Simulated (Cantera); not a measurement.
An isothermal, constant-pressure homogeneous reactor starts with H2 : O2 : N2 = 0.15 : 1 : 0.93 (molar parts), at 1200 K and 0.00330 bar. Integrator tolerance rtol = 1e-08.

Detailed kinetics in Cantera: the H2/O2 subset of GRI-Mech 3.0, which has no nitrogen chemistry. Radical loss at walls, strong at low pressure, is not modelled. The temperature is held fixed by assumption; the heat of reaction is taken as removed at once.

What does this change do: temperature 1200 to 1375 K?


```json
[
 {"quantity": "x(H2) at 100 s", "before": "3.49e-7 (gas-phase equilibrium 2.45e-8)", "after": "1.34e-6 (gas-phase equilibrium 5.90e-7)"},
 {"quantity": "x(O2) at 100 s", "before": "0.461 (gas-phase equilibrium 0.461)", "after": "0.461 (gas-phase equilibrium 0.461)"},
 {"quantity": "x(H2O2) at 100 s", "before": "6.24e-10 (gas-phase equilibrium 6.99e-11)", "after": "4.25e-10 (gas-phase equilibrium 2.76e-10)"},
 {"quantity": "x(H) at 100 s", "before": "2.89e-8 (gas-phase equilibrium 5.42e-10)", "after": "1.57e-7 (gas-phase equilibrium 4.61e-8)"},
 {"quantity": "x(H2O) at 100 s", "before": "0.0748 (gas-phase equilibrium 0.0748)", "after": "0.0747 (gas-phase equilibrium 0.0748)"},
 {"quantity": "x(OH) at 100 s", "before": "4.97e-5 (gas-phase equilibrium 1.32e-5)", "after": "0.000158 (gas-phase equilibrium 0.000105)"},
 {"quantity": "x(O) at 100 s", "before": "4.23e-6 (gas-phase equilibrium 2.98e-7)", "after": "1.72e-5 (gas-phase equilibrium 7.57e-6)"}
]
```
